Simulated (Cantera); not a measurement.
A closed system holds: 1 mol Si3N4, 0.15 mol N2O, 400 mol N2, held at 1473.15 K and 84.0 mbar.

These are equilibrium values from Cantera (NASA tables, ideal gas, pure condensed phases), not measurements of a reactor. Candidate condensed phases: Si, SiO2, Si2N2O, Si3N4; 16 gas species. Mutual solubility and eutectic melting of coexisting phases are not modelled. Kinetics and transport are ignored.

Base state: N2 1.00 (mole fractions); condensed: Si2N2O(s) + Si3N4(s).

Problem. What changes in the equilibrium state with this change: pressure from 84.0 mbar to 0.110 Pa?

Solution. 
```csv
species,before,after
N2,1.00,0.995
Si,<1e-9,0.00500
SiO,3.66e-7,0.000371
Si2N,<1e-9,1.10e-5
"Si2N2O(s), mol",0.150,0
"Si3N4(s), mol",0.900,0
"Si(s), mol",0,0.813
```
